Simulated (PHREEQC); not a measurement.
1 kg of water holding 0.61 mol Na2SO4, 0.0036 mol Na2B4O7, 0.0097 mol KCl, 0.004 mol NaCl and 0.0092 mol Na2CO3 is evaporated at 30 °C; the solids stay in contact with the brine. CO2 from the air is kept out. Solids allowed: Arcanite, Burkeite, Glaserite, Halite, Kalicinite, Mirabilite, Misenite, Nahcolite, Natron, Sylvite, Thenardite, Trona, Borax, Boric_acid,s, KB5O8:4H2O, K2B4O7:4H2O, NaBO2:4H2O, NaB5O8:5H2O, Teepleite. Others were left out.

The numbers come from PHREEQC with the Pitzer model, pitzer.dat.

**Question.** Predict water activity at water left (kg) = 0.6755, 0.5552, 0.2534, 0.0278, 0.006043.

**Answer.** 
```tsv
water left (kg)	water activity
0.6755	0.967
0.5552	0.961
0.2534	0.914
0.0278	0.849
0.006043	0.779
```

Complexes and solids missing from the database can't appear.
